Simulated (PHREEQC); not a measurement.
1 kg of water holding 0.44 mol Na2CO3, 0.28 mol Na2SO4 and 0.0047 mol NaOH is evaporated at 25 °C; the solids stay in contact with the brine. CO2 from the air is kept out. Solids allowed: Burkeite, Mirabilite, Nahcolite, Natron, Thenardite, Trona. Others were left out.

The series has 15 steps of water left (kg), from 1 to 0.0149.

Model: Pitzer model, pitzer.dat, run in PHREEQC.

**Question.** Which solids form, in which order, and at which step of the series does each first stand?

**Answer.** Burkeite from water left = 0.1068 kg (pH 12.72); Mirabilite from water left = 0.1068 kg (pH 12.72), last present at water left = 0.1068 kg; Natron from water left = 0.1068 kg (pH 12.72).
